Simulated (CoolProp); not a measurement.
A closed Brayton cycle with dry air: compressor inlet 310.15 K and 0.98 MPa, high pressure 2.52 MPa, turbine inlet 990 K, compressor efficiency 0.85, turbine efficiency 0.93, recuperator effectiveness 0 (on enthalpy, no pinch check). Each further row changes one setting.

Computed with CoolProp (reference Helmholtz-energy equation of state, Lemmon 2000). It is a pseudo-pure fit of the blend.

```csv
case,thermal efficiency (%),net work (kJ/kg),compressor to turbine work,compressor exit (K),turbine exit (K)
as stated,17.8,109,0.51,423.1,791.6
turbine inlet 940 K,17.5,___,___,423.1,750.1
compressor inlet 320.15 K,17.6,105,0.53,436.5,791.6
high pressure 2.14 MPa,___,96.3,0.49,401.4,___
recuperator effectiveness 0.5,___,109,0.51,423.1,791.6
```

Task: What belongs in the gaps?

Result: 
- turbine inlet 940 K, net work (kJ/kg): 97.8
- turbine inlet 940 K, compressor to turbine work: 0.54
- high pressure 2.14 MPa, thermal efficiency (%): 15.2
- high pressure 2.14 MPa, turbine exit (K): 823.1
- recuperator effectiveness 0.5, thermal efficiency (%): 26.1
